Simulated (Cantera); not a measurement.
An isothermal, constant-pressure homogeneous reactor starts with C3H8 : H2 : H2O = 1 : 22 : 0.79 (molar parts), at 1850 K and 0.0132 atm.

Detailed kinetics in Cantera: GRI-Mech 3.0 (53 species, 325 reactions). GRI-Mech 3.0 was tuned for natural gas; its chemistry of propane as a main component is partial and can be far from experiment. GRI-Mech 3.0 stops at C3 and has no aromatics, soot or wall deposition, so with more carbon than oxygen in the feed, carbon stays in small species such as C2H2 where larger ones or solid carbon would form. Radical loss at walls, strong at low pressure, is not modelled.

One state of this run: x C3H8 = 2.95e-12; x H2 = 0.913; x CH2 = 1.53e-6; x C2H6 = 9.89e-8; x CH4 = 0.00379; x C2H4 = 1.46e-5. x: mole fraction; the columns are a selection and need not sum to one.

Q: Which value of t (s) does it belong to?
A. 2.00e-5
B. 2.00
C. 0.632
D. 0.200

A: C, 0.632
